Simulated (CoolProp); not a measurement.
Vapour-liquid equilibrium of propane (1) + dimethyl ether (2) at 270 K; x and y are mole fractions of (1).

Model: multi-fluid Helmholtz-energy mixture model, Lemmon 2009 and Wu 2011; pair parameters Bell 2016, in CoolProp.

Problem. Give the bubble pressure and the first vapour's composition at x = 0.275, 0.5, 0.875. Is there an azeotrope?

Solution. x = 0.275: 343.3 kPa, y = 0.458; x = 0.5: 390.3 kPa, y = 0.632; x = 0.875: 429.1 kPa, y = 0.886. No azeotrope shows between x = 0.05 and 0.95.

The pair parameters rest on a limited set of measurements; away from them the model extrapolates.
